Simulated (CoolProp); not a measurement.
Vapour-liquid equilibrium of carbon dioxide (1) + R124 (2) at 223.7 K; x and y are mole fractions of (1).

The numbers come from the multi-fluid Helmholtz-energy mixture model, Span 1996 and de Vries 1995; pair parameters Bell 2016 in CoolProp.

```csv
x,bubble pressure (bar),y at the bubble point,dew pressure at overall composition x (bar),liquid density (mol/L)
0.05,0.5211,0.715,0.1613,11.95
0.2,1.501,0.912,0.1911,13.19
0.35,2.407,0.952,0.2344,14.66
0.5,3.335,0.972,0.3029,16.44
0.65,4.337,0.984,0.4278,18.61
0.8,5.432,0.993,0.7268,21.32
0.95,6.591,0.998,2.327,24.80
```

No azeotrope shows between x = 0.05 and 0.95.

The pair parameters rest on a limited set of measurements; away from them the model extrapolates. The gap from Raoult's law changes sign with composition, which may be real or a fault of the pair parameters; it wasn't checked against measurements.
